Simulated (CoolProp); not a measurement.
n-butane along the isobar 120 bar: fugacity coefficient from the reference equation and from simpler models built on Tc = 152.0 °C, pc = 37.96 bar, ω = 0.201; each cubic takes its own stable root.

Values from CoolProp's reference Helmholtz-energy equation of state, Bücker 2006.

| T (°C) | phase | reference | van der Waals | Redlich-Kwong | Soave-Redlich-Kwong | Peng-Robinson |
|---|---|---|---|---|---|---|
| 21.05 | liquid | 0.02699 | 0.1058 | 0.03898 | 0.02804 | 0.02634 |
| 33.45 | liquid | 0.03821 | 0.1247 | 0.05312 | 0.03988 | 0.03732 |
| 45.75 | liquid | 0.05214 | 0.1447 | 0.06993 | 0.05464 | 0.05099 |
| 58.05 | liquid | 0.06906 | 0.1660 | 0.08949 | 0.07263 | 0.06763 |
| 70.45 | liquid | 0.08924 | 0.1886 | 0.1119 | 0.09414 | 0.08753 |
| 82.75 | liquid | 0.1124 | 0.2118 | 0.1367 | 0.1188 | 0.1104 |
| 95.05 | liquid | 0.1386 | 0.2360 | 0.1639 | 0.1468 | 0.1363 |
| 107.45 | liquid | 0.1679 | 0.2609 | 0.1933 | 0.1781 | 0.1653 |
| 119.75 | liquid | 0.1997 | 0.2862 | 0.2242 | 0.2120 | 0.1968 |
| 132.15 | liquid | 0.2341 | 0.3121 | 0.2567 | 0.2485 | 0.2307 |
| 144.45 | liquid | 0.2702 | 0.3380 | 0.2900 | 0.2867 | 0.2662 |
| 156.75 | supercritical | 0.3078 | 0.3640 | 0.3240 | 0.3262 | 0.3031 |
| 169.15 | supercritical | 0.3468 | 0.3902 | 0.3585 | 0.3669 | 0.3411 |
| 181.45 | supercritical | 0.3860 | 0.4161 | 0.3926 | 0.4076 | 0.3791 |
| 193.75 | supercritical | 0.4252 | 0.4417 | 0.4264 | 0.4479 | 0.4168 |
| 206.15 | supercritical | 0.4642 | 0.4671 | 0.4597 | 0.4876 | 0.4541 |
